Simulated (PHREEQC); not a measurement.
A made-up water analysis in mg/L, 25 °C, pH 6.52, pe 10:

| constituent | mg/L |
|---|---|
| Na | 27.2 |
| K | 1.01 |
| Ca | 93.3 |
| Mg | 42.9 |
| Cl | 103 |
| S(6) as SO4 | 72 |
| Alkalinity as HCO3 | 318 |
| Ni | 0.525 |
| B | 1.11 |

Valence states are taken as typed.

All values are PHREEQC results (ion-association model, wateq4f.dat), not measurements.

Problem. The ionic strength comes out as 0.0133 mol/kgw. What activity coefficients do K+, CaHCO3+, Ca+2, Na+, Ni+2 get?

Solution. K+ 0.89, CaHCO3+ 0.90, Ca+2 0.64, Na+ 0.89, Ni+2 0.63.

This is a speciation only: nothing precipitates in the calculation. The database's nickel carbonate constants are estimates that later reviews lower a good deal.
